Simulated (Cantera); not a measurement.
## Thermodynamics of iron carbonyl, mercury and lead vapours, feed Pb + H2 + O2

Charge: 1 mol Pb, 0.28 mol H2, 0.95 mol O2, equilibrated at 450000 Pa.

Method: chemical equilibrium by Gibbs-energy minimisation in Cantera with the NASA 1993 tables (ideal gas, pure condensed phases). Candidate condensed phases: H2O, Pb, PbO, PbO2, Pb3O4; 12 gas species. Gases not in the tables: (PbO)n polymers. Equilibrium is a limit: real reactors are often held back by kinetics, nucleation or transport.

```tsv
T (K)	log p O2	log p H2O	log p PbO	log p OH	log p HO2	log p Pb	n PbO(yellow)	n PbO(l)
950	0.37	0.33	-7.28	-6.46	-7.94	<-11	1.00	0
1000	0.37	0.33	-6.52	-6.01	-7.58	-11.20	1.00	0
1050	0.37	0.33	-5.83	-5.61	-7.25	-10.20	1.00	0
1100	0.37	0.33	-5.21	-5.24	-6.94	-9.30	1.000	0
1150	0.37	0.33	-4.64	-4.90	-6.67	-8.47	1.000	0
1200	0.37	0.33	-4.17	-4.60	-6.42	-7.76	0	1.000
1250	0.37	0.33	-3.74	-4.31	-6.19	-7.11	0	1.000
1300	0.37	0.33	-3.35	-4.05	-5.97	-6.51	0	1.000
```
log p: log10 of the partial pressure in bar; n: condensed amount in mol.

From 950 K to 1150 K the condensed part is PbO(yellow). From 1200 K to 1300 K the condensed part is PbO(l).
